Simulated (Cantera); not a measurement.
Input: 1 mol SiO2, 0.24 mol Al2O3, 76 mol H2, held at 1102 °C and 0.413 Torr.

Cantera equilibrium calculation (NASA polynomials, part measured and part estimated; ideal gas, pure solids and liquids). Candidate condensed phases: Al, Al2O3, Al2SiO5, Al6Si2O13, H2O, Si, SiO2; 28 gas species. Mutual solubility and eutectic melting of coexisting phases are not modelled. The tables hold silica as quartz up to 1696 K and as liquid above; real silica turns to tridymite and cristobalite and melts near 1996 K. Condensed phases not in the tables: alloys, solid solutions and most ternary compounds. Rates play no part.

Base state: H2 0.999, SiO 0.000244, H2O 0.000244, H 0.000146 (mole fractions); condensed: Al6Si2O13(mullite) + SiO2(β-quartz).

### Question
What changes in the equilibrium state with this change: temperature from 1102 °C to 602 °C?

### Answer
| species | before | after |
|---|---|---|
| H2 | 0.999 | 1.00 |
| H | 0.000146 | 2.14e-9 |
| SiO | 0.000244 | <1e-9 |
| H2O | 0.000244 | <1e-9 |
| Al6Si2O13(mullite), mol | 0.0800 | 0 |
| SiO2(β-quartz), mol | 0.821 | 0.760 |
| Al2SiO5(andalusite), mol | 0 | 0.240 |
